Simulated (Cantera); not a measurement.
Charge: 1 mol HCl, 0.3 mol H2, 0.32 mol O2, held at 1.00 bar.

Equilibrium computed with Cantera from the NASA thermochemical tables; the gas is ideal and each condensed phase is pure. Candidate condensed phases: H2O; 29 gas species. Ions and electrons are included (thermal ionisation). Rates play no part. All values below are at 4000 K.

Base state: H 0.360, Cl 0.301, O 0.161, HCl 0.0654, H2 0.0509, OH 0.0405, O2 0.0117, H2O 0.00981 (mole fractions); condensed: gas only.

**Question.** What changes in the equilibrium state with this change: HCl replaced by NH3?

**Answer.** 
```json
[
 {"species": "H", "before": "0.360", "after": "0.583"},
 {"species": "H2", "before": "0.0509", "after": "0.134"},
 {"species": "N2", "before": "0", "after": "0.124"},
 {"species": "Cl", "before": "0.301", "after": "0"},
 {"species": "HCl", "before": "0.0654", "after": "0"},
 {"species": "O2", "before": "0.0117", "after": "0.00406"},
 {"species": "O", "before": "0.161", "after": "0.0948"},
 {"species": "H2O", "before": "0.00981", "after": "0.0152"},
 {"species": "OH", "before": "0.0405", "after": "0.0387"},
 {"species": "NO", "before": "0", "after": "0.00651"},
 {"species": "N", "before": "0", "after": "0.000625"},
 {"species": "ClO", "before": "0.000220", "after": "0"}
]
```
